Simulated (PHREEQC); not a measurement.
Make-up at 20 °C: 0.0036 mol KCl, 0.00011 mol ZnCl2 and 0.0023 mol NaF per kg of water. It is in equilibrium with CO2 at log p = -3.4 (atm). Otherwise closed; pH follows from the charge balance.

Computed with PHREEQC (ion-association model, phreeqc.dat).

**Question.** The ionic strength comes out as 0.00622 mol/kgw. What activity coefficients do ZnF+, HCO3-, Cl-, Zn+2, Na+ get?

**Answer.** ZnF+ 0.92, HCO3- 0.92, Cl- 0.92, Zn+2 0.72, Na+ 0.92.

This is a speciation only: nothing precipitates in the calculation. Complexes and solids missing from the database can't appear.
